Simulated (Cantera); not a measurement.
Input: 1 mol Si, 1.6 mol NF₃, 1.3 mol H₂, held at 1400 K and 35.0 mbar.

These are equilibrium values from Cantera (NASA tables, ideal gas, pure condensed phases), not measurements of a reactor. Candidate condensed phases: Si, Si₃N₄; 37 gas species. The tables' values for SiF₃ are old estimates; treat these amounts as uncertain. The numbers say what is thermodynamically allowed, not how fast it happens.

Base state: SiF₄ 0.285, H₂ 0.257, HF 0.229, N₂ 0.229, SiF₃ 0.000261, SiHF₃ 7.28e-5, H 1.32e-5 (mole fractions); condensed: gas only.

What changes in the equilibrium state with this change: H₂ from 1.3 to 0.11 mol?


```csv
species,before,after
SiF₄,0.285,0.385
N₂,0.229,0.308
F,<1e-9,0.222
H₂,0.257,<1e-9
HF,0.229,0.0847
F₂,<1e-9,0.000603
SiF₃,0.000261,<1e-9
SiHF₃,7.28e-5,<1e-9
H,1.32e-5,<1e-9
```
